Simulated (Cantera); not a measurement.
Feed: 1 mol C₃H₆, 0.033 mol H₂O, 13 mol H₂, at 3.90 bar.

Method: chemical equilibrium by Gibbs-energy minimisation in Cantera with the NASA 1993 tables (ideal gas, pure condensed phases). Candidate condensed phases: C, C₆H₆, C₇H₈, C₈H₁₈, H₂O; 131 gas species. Ions and electrons are included (thermal ionisation). Kinetics and transport are ignored. All values below are at 3000 K.

Base state: H₂ 0.866, H 0.0744, C₂H₂ (acetylene) 0.0539, CO 0.00198, C₄H₂ 0.00140, C₂H 0.000796, CH₃ 0.000311, CH₄ 0.000228 (mole fractions); condensed: C(graphite).

Question: What changes in the equilibrium state with this change: H₂O from 0.033 to 0.28 mol?

Answer: 
```tsv
species	before	after
H₂	0.866	0.854
H	0.0744	0.0739
C₂H₂ (acetylene)	0.0539	0.0531
CO	0.00198	0.0163
CH₄	0.000228	0.000222
C₂H₄	3.04e-5	2.95e-5
C₂H₃ (vinyl)	3.01e-5	2.94e-5
C₃H₃ (propargyl)	4.56e-5	4.46e-5
C(graphite), mol	1.02	0.743
```
